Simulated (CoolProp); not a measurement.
Sulfur dioxide along the isobar 32.2 bar: Z from the reference equation and from simpler models built on Tc = 430.6 K, pc = 78.87 bar, ω = 0.256; each cubic takes its own stable root.

The numbers come from the reference Helmholtz-energy equation of state, Gao 2016 in CoolProp.

```tsv
T (K)	phase	reference
257.4	liquid	0.06508
276.6	liquid	0.06267
295.7	liquid	0.06081
314.8	liquid	0.05947
333.9	liquid	0.05868
353	liquid	0.05857
372.1	liquid	0.05945
391.2	gas	0.7535
410.3	gas	0.8036
429.4	gas	0.8390
448.6	gas	0.8658
467.7	gas	0.8866
486.8	gas	0.9034
505.9	gas	0.9172
525	gas	0.9286
```

Q: How far does each simpler model (Redlich-Kwong, Peng-Robinson) lie from the reference over these 15 states: mean and median of the absolute difference, and the worst?

A: 
- Redlich-Kwong: mean 83.0 %, median 3.8 %, worst +1136.0 % at 372.1 K and 32.2 bar
- Peng-Robinson: mean 1.1 %, median 1.2 %, worst +2.1 % at 372.1 K and 32.2 bar

At some of these states Redlich-Kwong gives the other phase, because its saturation line lies elsewhere.
